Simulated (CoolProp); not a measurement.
The fluid at 293.15 K and 6.27 MPa is throttled through a valve to 3.12 MPa with no heat exchange. The same conditions are run with several fluids, on thermodynamics alone (safety and materials aside).

Values from CoolProp's reference Helmholtz-energy equation of state of each fluid (C2F6 (R116): Lemmon 2006; CF4 (R14): Platzer 1990; nitrogen: Span 2000; oxygen: Schmidt 1985; carbon monoxide: Lemmon 2006). The equations of Platzer and Polt are older, rougher fits.

| fluid | temperature change (K) | final phase | final density (kg/m³) |
|---|---|---|---|
| C2F6 (R116) | … | … | … |
| CF4 (R14) | … | gas | … |
| nitrogen | … | gas | 36.9 |
| oxygen | -8.1 | gas | … |
| carbon monoxide | -7.0 | gas | … |

Problem. Fill in the missing entries.

Solution. 
- C2F6 (R116), temperature change (K): -4.7
- C2F6 (R116), final phase: liquid
- C2F6 (R116), final density (kg/m³): 987
- CF4 (R14), temperature change (K): -18.8
- CF4 (R14), final density (kg/m³): 143
- nitrogen, temperature change (K): -6.0
- oxygen, final density (kg/m³): 43.1
- carbon monoxide, final density (kg/m³): 37.2
